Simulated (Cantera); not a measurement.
A perfectly stirred reactor is fed with 7.93 % C2H6, 17.4 % O2, 65.2 % N2, 9.52 % CO2, equivalence ratio 1.6, at 7.90 bar; it is adiabatic with a 425 K inlet, and is followed from long to short residence time, starting on the burning branch (τ in s: 0.091, 0.037, 0.015, 0.0062, 0.0025, 0.001, 0.00042, 0.00017, 6.9e-05).

Cantera simulation using GRI-Mech 3.0 (53 species, 325 reactions); the numbers are that mechanism's predictions, not measurements.

x: mole fraction; the columns are a selection and need not sum to one.

```tsv
τ (s)	T (K)	x C2H6	x O2	x CO2	x CH3	x HCN	x CH2O	x HCO
0.091	1817	8.24e-6	0.000382	0.104	7.65e-5	[?]	6.10e-6	2.69e-8
0.037	1820	1.81e-5	0.000779	0.106	0.000117	4.78e-6	1.11e-5	3.65e-8
0.015	1817	3.88e-5	0.00150	0.108	0.000169	5.10e-6	1.92e-5	5.75e-8
0.0062	1806	7.99e-5	0.00265	0.109	0.000229	5.13e-6	3.11e-5	1.02e-7
0.0025	1785	0.000165	0.00453	0.109	0.000296	4.74e-6	4.97e-5	2.04e-7
0.0010	1750	0.000353	0.00782	0.108	0.000371	[?]	8.45e-5	4.52e-7
0.00042	1683	0.000881	0.0146	0.107	0.000449	[?]	0.000180	1.13e-6
0.00017	425	0.0793	0.174	0.0952	<1e-12	<1e-12	<1e-12	<1e-12
6.9e-5	425	0.0793	0.174	0.0952	<1e-12	<1e-12	<1e-12	<1e-12
```

Fill in the missing entries.


- 0.091, x HCN: 4.21e-6
- 0.0010, x HCN: 3.59e-6
- 0.00042, x HCN: 1.53e-6
